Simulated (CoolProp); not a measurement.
Aqueous ethylene glycol as a coolant, 29 % by mass, freezing at -13.8 °C, 1 atm.

Model: Melinder's fits for secondary coolants, in CoolProp.

```
T (°C)  viscosity (mPa s)  density (kg/m³)  Prandtl number  cp (kJ/(kg K))
------  -----------------  ---------------  --------------  --------------
-9.6                 6.19             1046            51.4           3.651
-2.5                 4.60             1044               …           3.672
4.7                  3.50             1042            28.4           3.693
11.9                    …             1040            21.9           3.714
19                   2.17             1037            17.3           3.734
26.2                 1.77                …               …           3.755
33.4                    …             1031            11.5           3.774
```

Question: What belongs in the gaps?

Answer: 
- -2.5, Prandtl number: 37.8
- 11.9, viscosity (mPa s): 2.72
- 26.2, density (kg/m³): 1034
- 26.2, Prandtl number: 14.0
- 33.4, viscosity (mPa s): 1.47
